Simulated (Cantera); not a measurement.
Input (Python, Cantera) and output of one run.

```python
import numpy as np
import cantera as ct

gas_names = [...]  # 56 gases of nasa_gas.yaml made of B, Cl, F, H, O
cond_names = """
    B(b) B(L) B2O3(L) B3O3H3(cr) H2O(s) H2O(L)
""".split()


# ... load() reads the species with a 1 bar reference pressure and builds the phases ...
atoms = {
    'B2O3': {'B': 2, 'O': 3},
    'HCl': {'H': 1, 'CL': 1},
    'O2': {'O': 2},
    'F2': {'F': 2},
}
top_T = {}  # K; cautious upper limits of use, not melting points


# ... equilibrate(T, P, feed) seeds the gas with the atoms and calls Mixture.equilibrate('TP', solver="vcs", rtol=1e-11, max_steps=5000) ...
results = []
feed = {'B2O3': 1, 'HCl': 10, 'O2': 2.2, 'F2': 5.4}  # mol
P = 1333.22  # Pa
for T in [775, 825, 875, 925, 975, 1025, 1075, 1125, 1175, 1225, 1275, 1325, 1375, 1425]:
    mix = equilibrate(T, P, feed)
    results.append((T, P, feed, dict(zip(mix.species_names, mix.species_moles))))
    x = sorted(zip(gas.X, gas.species_names), reverse=True)
    print(f"T = {T:g} K  P = {P:g} Pa  gas = {mix.phase_moles(0):.4g} mol")
    print("   x: " + "  ".join(f"{s} {v:.3e}" for v, s in x if v > 1e-05))
    print("   condensed (mol): " + ("  ".join(f"{mix.phase(i).name} {mix.phase_moles(i):.4g}"
          for i in range(1, mix.n_phases) if mix.phase_moles(i) > 1e-12) or "none"))
```

Result:

```
T = 775 K  P = 1333.22 Pa  gas = 17.77 mol
   x: HF 2.701e-01  HCL 2.187e-01  O2 1.897e-01  CL2 1.720e-01  BF3 1.125e-01  H2O 3.695e-02  CL 1.845e-05
   condensed (mol): none
T = 825 K  P = 1333.22 Pa  gas = 17.86 mol
   x: HF 2.688e-01  HCL 2.372e-01  O2 1.937e-01  CL2 1.613e-01  BF3 1.120e-01  H2O 2.696e-02  CL 5.714e-05
   condensed (mol): none
T = 875 K  P = 1333.22 Pa  gas = 17.93 mol
   x: HF 2.678e-01  HCL 2.509e-01  O2 1.966e-01  CL2 1.534e-01  BF3 1.116e-01  H2O 1.959e-02  CL 1.562e-04
   condensed (mol): none
T = 925 K  P = 1333.22 Pa  gas = 17.98 mol
   x: HF 2.670e-01  HCL 2.607e-01  O2 1.987e-01  CL2 1.476e-01  BF3 1.113e-01  H2O 1.427e-02  CL 3.850e-04
   condensed (mol): none
T = 975 K  P = 1333.22 Pa  gas = 18.01 mol
   x: HCL 2.677e-01  HF 2.665e-01  O2 2.002e-01  CL2 1.433e-01  BF3 1.110e-01  H2O 1.049e-02  CL 8.680e-04
   condensed (mol): none
T = 1025 K  P = 1333.22 Pa  gas = 18.05 mol
   x: HCL 2.725e-01  HF 2.660e-01  O2 2.011e-01  CL2 1.399e-01  BF3 1.108e-01  H2O 7.820e-03  CL 1.812e-03  BOF 1.693e-05
   condensed (mol): none
T = 1075 K  P = 1333.22 Pa  gas = 18.08 mol
   x: HCL 2.757e-01  HF 2.656e-01  O2 2.017e-01  CL2 1.370e-01  BF3 1.106e-01  H2O 5.929e-03  CL 3.538e-03  BOF 4.618e-05
   condensed (mol): none
T = 1125 K  P = 1333.22 Pa  gas = 18.12 mol
   x: HCL 2.776e-01  HF 2.652e-01  O2 2.019e-01  CL2 1.339e-01  BF3 1.103e-01  CL 6.502e-03  H2O 4.582e-03  BOF 1.145e-04  CLO 1.548e-05
   condensed (mol): none
T = 1175 K  P = 1333.22 Pa  gas = 18.17 mol
   x: HCL 2.784e-01  HF 2.647e-01  O2 2.017e-01  CL2 1.303e-01  BF3 1.098e-01  CL 1.132e-02  H2O 3.613e-03  BOF 2.619e-04  CLO 2.426e-05
   condensed (mol): none
T = 1225 K  P = 1333.22 Pa  gas = 18.25 mol
   x: HCL 2.780e-01  HF 2.642e-01  O2 2.010e-01  CL2 1.256e-01  BF3 1.090e-01  CL 1.873e-02  H2O 2.910e-03  BOF 5.595e-04  CLO 3.640e-05
   condensed (mol): none
T = 1275 K  P = 1333.22 Pa  gas = 18.36 mol
   x: HCL 2.762e-01  HF 2.637e-01  O2 1.997e-01  CL2 1.194e-01  BF3 1.078e-01  CL 2.958e-02  H2O 2.394e-03  BOF 1.125e-03  CLO 5.238e-05
   condensed (mol): none
T = 1325 K  P = 1333.22 Pa  gas = 18.51 mol
   x: HCL 2.725e-01  HF 2.636e-01  O2 1.977e-01  CL2 1.114e-01  BF3 1.059e-01  CL 4.464e-02  BOF 2.136e-03  H2O 2.010e-03  CLO 7.237e-05  BOF2 1.190e-05
   condensed (mol): none
T = 1375 K  P = 1333.22 Pa  gas = 18.72 mol
   x: HCL 2.666e-01  HF 2.641e-01  O2 1.948e-01  BF3 1.030e-01  CL2 1.015e-01  CL 6.446e-02  BOF 3.834e-03  H2O 1.721e-03  CLO 9.599e-05  BOF2 1.748e-05
   condensed (mol): none
T = 1425 K  P = 1333.22 Pa  gas = 18.99 mol
   x: HF 2.657e-01  HCL 2.577e-01  O2 1.907e-01  BF3 9.878e-02  CL2 8.975e-02  CL 8.913e-02  BOF 6.481e-03  H2O 1.498e-03  CLO 1.222e-04  BOF2 2.453e-05  OH 1.384e-05  HBO2 1.203e-05
   condensed (mol): none
```

Equilibrium computed with Cantera from the NASA thermochemical tables; the gas is ideal and each condensed phase is pure.
